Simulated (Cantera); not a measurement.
Input: 1 mol Si(CH₃)₄, 460 mol H₂, held at 1.28 Torr.

These are equilibrium values from Cantera (NASA tables, ideal gas, pure condensed phases), not measurements of a reactor. Candidate condensed phases: C, C₆H₆, C₇H₈, C₈H₁₈, Si, SiC; 87 gas species. Equilibrium is a limit: real reactors are often held back by kinetics, nucleation or transport.

Question: At 2027 °C, list the 4 most abundant gas species with their mole fractions, and the condensed phases.

Answer: H₂ 0.786, H 0.208, C₂H₂ (acetylene) 0.00340, Si 0.00166. Condensed: C(graphite).
